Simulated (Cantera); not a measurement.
A Cantera script and what it prints.

```python
import numpy as np
import cantera as ct

gas_names = """
    CL CL2 H HCL H2 Si SiCL SiCL2 SiCL3 SiCL4 SiH SiHCL3 SiH2 SiH2CL2 SiH3 SiH3CL SiH4 Si2 Si3
""".split()
cond_names = """
    Si(cr) Si(L)
""".split()


# ... load() reads the species with a 1 bar reference pressure and builds the phases ...
atoms = {
    'SiCl4': {'Si': 1, 'CL': 4},
    'Cl2': {'CL': 2},
    'H2': {'H': 2},
    'HCl': {'H': 1, 'CL': 1},
}
top_T = {}  # K; cautious upper limits of use, not melting points


# ... equilibrate(T, P, feed) seeds the gas with the atoms and calls Mixture.equilibrate('TP', solver="vcs", rtol=1e-11, max_steps=5000) ...
results = []
feed = {'SiCl4': 1, 'Cl2': 0.96, 'H2': 14, 'HCl': 3}  # mol
P = 370000  # Pa
for T in [573, 673, 773, 873, 973, 1073, 1173, 1273, 1373, 1473, 1573]:
    mix = equilibrate(T, P, feed)
    results.append((T, P, feed, dict(zip(mix.species_names, mix.species_moles))))

top = {s: max(r[3][s] / sum(r[3][g] for g in gas_names) for r in results) for s in gas_names}
cols = sorted((s for s in top if top[s] > 1e-05), key=lambda s: -top[s])[:8]
seen = [c for c in cond_names if any(r[3].get(c, 0) > 1e-12 for r in results)]
print("log10 of partial pressures in bar; condensed amounts in mol")
print(f"{'T/K':>10s}" + "".join(f"{s[:9]:>10s}" for s in cols + seen))
for T, P, feed, n in results:
    ng = sum(n[g] for g in gas_names)
    print(f"{T:10.4g}" + "".join(f"{np.log10(max(n[s] / ng * P / 1e5, 1e-99)):10.3f}" for s in cols)
          + "".join(f"{n.get(c, 0):10.4g}" for c in seen))
```

It prints:

```
log10 of partial pressures in bar; condensed amounts in mol
       T/K        H2       HCL     SiCL4     SiCL3     SiCL2    SiHCL3   SiH2CL2         H
       573     0.406    -0.018    -0.710   -11.279   -18.492    -5.137   -10.903   -17.034
       673     0.406    -0.018    -0.710    -8.871   -14.363    -4.185    -8.870   -14.054
       773     0.406    -0.018    -0.710    -7.096   -11.320    -3.488    -7.381   -11.839
       873     0.405    -0.017    -0.712    -5.735    -8.989    -2.959    -6.246   -10.127
       973     0.405    -0.016    -0.716    -4.662    -7.150    -2.545    -5.355    -8.764
      1073     0.405    -0.015    -0.724    -3.798    -5.669    -2.216    -4.641    -7.651
      1173     0.404    -0.012    -0.737    -3.094    -4.457    -1.954    -4.064    -6.727
      1273     0.402    -0.008    -0.761    -2.517    -3.457    -1.749    -3.596    -5.946
      1373     0.399    -0.001    -0.802    -2.052    -2.637    -1.600    -3.229    -5.278
      1473     0.394     0.012    -0.877    -1.699    -1.987    -1.522    -2.972    -4.701
      1573     0.386     0.031    -1.011    -1.472    -1.512    -1.534    -2.840    -4.198
```

Equilibrium computed with Cantera from the NASA thermochemical tables; the gas is ideal and each condensed phase is pure. The tables' values for SiCl3 are old estimates; treat these amounts as uncertain.
